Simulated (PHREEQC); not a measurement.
Consider water at 25 °C with 0.31 mol/kgw CdSO4 and 0.11 mol/kgw KCl. It is in equilibrium with CO2 at log p = -1 (atm). Otherwise closed; pH follows from the charge balance.

All values are PHREEQC results (ion-association model, phreeqc.dat), not measurements.

This is a speciation only: nothing precipitates in the calculation.

Q: Order these S species by the share of S that they hold, largest first: SO4-2, CdSO4, KSO4-, Cd(SO4)2-2.

A: Cd(SO4)2-2 (41 %), CdSO4 (31 %), SO4-2 (26 %), KSO4- (3.3 %)

The pH is 4.48 and the ionic strength 0.552 mol/kgw. Saturation is exceeded, for instance for Otavite; the values hold only as long as no solid forms. Complexes and solids missing from the database can't appear.
